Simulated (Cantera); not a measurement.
Pyrogenic steam for wet oxidation

An isothermal, constant-pressure homogeneous reactor starts with H2 : O2 : N2 = 1.1 : 1 : 0.56 (molar parts), at 925 K and 1.00 bar.

Model: the H2/O2 subset of GRI-Mech 3.0, which has no nitrogen chemistry, integrated in Cantera. Below about 950 K walls govern HO2 and H2O2 in real vessels. The temperature is held fixed by assumption; the heat of reaction is taken as removed at once.

```csv
t (s),x H2,x O2,x H,x HO2,x H2O2,x OH
7.00e-6,0.414,0.376,4.56e-11,1.57e-10,<1e-12,1.91e-12
2.71e-5,0.414,0.376,8.47e-11,9.47e-10,1.31e-12,3.88e-12
0.000105,0.414,0.376,9.51e-11,4.63e-9,2.67e-11,4.39e-12
0.000404,0.414,0.376,1.08e-10,1.96e-8,4.52e-10,5.01e-12
0.00156,0.414,0.376,1.71e-10,8.80e-8,7.57e-9,7.97e-12
0.00603,0.414,0.376,7.10e-10,6.33e-7,1.72e-7,3.45e-11
0.0233,0.413,0.376,2.22e-8,1.48e-5,2.25e-5,1.32e-9
0.0901,0.405,0.372,6.13e-7,8.87e-5,0.00167,6.31e-8
0.348,0.316,0.336,3.75e-7,9.84e-5,0.00291,8.14e-8
1.35,0.0964,0.251,1.07e-7,7.05e-5,0.00122,1.12e-7
5.20,0.00195,0.214,6.39e-10,5.55e-6,7.26e-6,3.28e-8
20.1,0.000159,0.213,1.17e-11,7.04e-7,1.22e-7,6.92e-9
77.6,6.11e-6,0.213,<1e-12,8.08e-8,2.31e-9,3.57e-9
300,8.88e-12,0.213,<1e-12,5.88e-10,2.40e-10,5.42e-8
```
x: mole fraction; the columns are a selection and need not sum to one.

Equilibrium at this temperature and pressure: H2 8.88e-12, O2 0.213, H <1e-12, HO2 5.88e-10, H2O2 2.40e-10, OH 5.42e-8 (gas phase only).
